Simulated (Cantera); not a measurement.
A closed system holds: 1 mol V₂O₅, 8.2 mol H₂, 0.85 mol N₂, held at 22.0 Pa.

Cantera equilibrium calculation (NASA polynomials, part measured and part estimated; ideal gas, pure solids and liquids). Candidate condensed phases: H₂O, V, VN, VO, V₂O₃, V₂O₄, V₂O₅; 28 gas species. Rates play no part. All values below are at 1800 °C.

Base state: H₂ 0.539, VO₂ 0.163, H 0.130, H₂O 0.0871, N₂ 0.0718, VO 0.00547, OH 0.00239, O 0.000414 (mole fractions); condensed: gas only.

Q: What changes in the equilibrium state with this change: H₂ from 8.2 to 1600 mol?

A: 
| species | before | after |
|---|---|---|
| H₂ | 0.539 | 0.835 |
| H | 0.130 | 0.162 |
| H₂O | 0.0871 | 0.00162 |
| VO₂ | 0.163 | 0.000252 |
| N₂ | 0.0718 | 0.000487 |
| VO | 0.00547 | 0.000699 |
| O₂ | 2.86e-5 | 4.15e-9 |
| NO | 3.27e-5 | 3.25e-8 |
| O | 0.000414 | 4.99e-6 |
| OH | 0.00239 | 3.58e-5 |
